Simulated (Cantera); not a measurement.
## Aluminium and copper etching: Cu + F₂ + N₂

Charge: 1 mol Cu, 2.1 mol F₂, 0.26 mol N₂, equilibrated at 477 °C and 10.0 Torr.

Cantera equilibrium calculation (NASA polynomials, part measured and part estimated; ideal gas, pure solids and liquids). Candidate condensed phases: Cu, CuF₂; 11 gas species. The numbers say what is thermodynamically allowed, not how fast it happens.

* **x(F₂)**: 0.654
* **x(NF₃)**: 0.191
* **x(N₂)**: 0.130
* **x(F)**: 0.0257
* **n(CuF₂(s))**: 1.00 mol
* **gas amount**: 1.154 mol
* **log10 activity of Cu(s) (absent)**: -27.44
